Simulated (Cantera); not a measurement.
An adiabatic, constant-pressure homogeneous reactor starts with CO : H2 : CH4 : O2 : N2 = 1 : 0.068 : 0.14 : 0.866 : 3.26 (molar parts), at 1050 K and 233 Torr.

Detailed kinetics in Cantera: GRI-Mech 3.0 (53 species, 325 reactions).

Predict: time of steepest temperature rise; temperature at 0.300 s; equilibrium temperature; x(CO) at 0.300 s; x(H2) at 0.300 s; x(NO) at 0.300 s; x(H2O2) at 0.300 s.


```
Property                                                            Result
---------------------------------  ---------------------------------------
time of steepest temperature rise                                  6.74 ms
temperature at 0.300 s                                              2515 K
equilibrium temperature                                             2515 K
x(CO) at 0.300 s                     0.0633 (gas-phase equilibrium 0.0633)
x(H2) at 0.300 s                   0.00367 (gas-phase equilibrium 0.00367)
x(NO) at 0.300 s                   0.00877 (gas-phase equilibrium 0.00877)
x(H2O2) at 0.300 s                 4.51e-8 (gas-phase equilibrium 4.51e-8)
```
